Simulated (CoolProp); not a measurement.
A closed Brayton cycle with carbon dioxide: compressor inlet 325.15 K and 9.2 MPa, high pressure 27.5 MPa, turbine inlet 730 K, compressor efficiency 0.89, turbine efficiency 0.9, recuperator effectiveness 0.8 (on enthalpy, no pinch check). Each further row changes one setting.

Values from CoolProp's reference Helmholtz-energy equation of state, Span 1996.

| case | thermal efficiency (%) | net work (kJ/kg) | compressor to turbine work | compressor exit (K) | turbine exit (K) |
|---|---|---|---|---|---|
| as stated | 28.0 | 72.7 | 0.41 | 407.6 | 607.8 |
| turbine inlet 680 K | 26.0 | 62.1 | 0.45 | 407.6 | 562.2 |
| compressor inlet 335.15 K | … | 64.6 | 0.48 | 427.6 | 607.8 |
| high pressure 23.4 MPa | 26.8 | … | 0.39 | 395.3 | 625.4 |
| recuperator effectiveness 0.5 | … | 72.7 | 0.41 | 407.6 | 607.8 |

Question: Some entries are withheld; supply them.

Answer: 
- compressor inlet 335.15 K, thermal efficiency (%): 26.5
- high pressure 23.4 MPa, net work (kJ/kg): 65.5
- recuperator effectiveness 0.5, thermal efficiency (%): 22.0
